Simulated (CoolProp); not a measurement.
A closed Brayton cycle with carbon dioxide: compressor inlet 321.15 K and 7.8 MPa, high pressure 19.1 MPa, turbine inlet 915 K, compressor efficiency 0.89, turbine efficiency 0.9, recuperator effectiveness 0.9 (on enthalpy, no pinch check). Each further row changes one setting.

Model: reference Helmholtz-energy equation of state, Span 1996, in CoolProp.

```tsv
case	thermal efficiency (%)	net work (kJ/kg)	compressor to turbine work	compressor exit (K)	turbine exit (K)
as stated	35.9	89.9	0.32	394.9	800.8
turbine inlet 865 K	34.6	82.0	0.34	394.9	754.8
compressor inlet 331.15 K	35.2	84.3	0.36	409.9	800.8
high pressure 16.2 MPa	34.0	75.8	0.31	381.0	821.2
recuperator effectiveness 0.5	20.5	89.9	0.32	394.9	800.8
```
